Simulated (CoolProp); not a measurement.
Vapour-liquid equilibrium of R1234yf (1) + R1234ze(E) (2) at 218.8 K; x and y are mole fractions of (1).

The numbers come from the multi-fluid Helmholtz-energy mixture model, Lemmon 2022 and Thol 2016; pair parameters Bell 2022 in CoolProp.

Problem. Give the bubble pressure and the first vapour's composition at x = 0.35, 0.5, 0.65. Is there an azeotrope?

Solution. x = 0.35: 0.02102 MPa, y = 0.495; x = 0.5: 0.02295 MPa, y = 0.640; x = 0.65: 0.02484 MPa, y = 0.765. No azeotrope shows between x = 0.05 and 0.95.

Pair parameters are fitted to limited data, so mixtures are less certain than the pure fluids.
